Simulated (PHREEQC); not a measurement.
**Copper plating or etch bath: an equilibrium model**

Dissolve 0.31 mmol/kgw Cu(BF4)2 and 0.0061 mmol/kgw H2SO4 at 25 °C. Closed to the air; pH follows from the charge balance.

Model: ion-association model, phreeqc.dat, run in PHREEQC.

```
Quantity                    Value
----------------  ---------------
pH                           3.21
ionic strength    0.00157 mol/kgw
total alkalinity     -1.87 meq/kg
```

```tsv
species	molality	activity	log γ
F-	0.00117	0.00112	-0.019
HF	0.00105	0.00105	0.000
H+	0.000649	0.000623	-0.018
H3BO3	0.000545	0.000545	0.000
Cu+2	0.000304	0.000256	-0.075
BF4-	4.13e-5	3.95e-5	-0.019
BF2(OH)2-	1.90e-5	1.82e-5	-0.019
BF3OH-	1.45e-5	1.39e-5	-0.019
SO4-2	5.56e-6	4.67e-6	-0.076
CuF+	5.46e-6	5.22e-6	-0.019
HF2-	4.70e-6	4.50e-6	-0.019
HSO4-	2.95e-7	2.82e-7	-0.019
BF(OH)3-	2.54e-7	2.43e-7	-0.019
CuSO4	2.44e-7	2.44e-7	0.000
CuOH+	4.30e-9	4.11e-9	-0.019
```

This is a speciation only: nothing precipitates in the calculation. Species that the database lacks are ignored. Real BF4- forms and hydrolyses slowly; the run takes it at equilibrium.
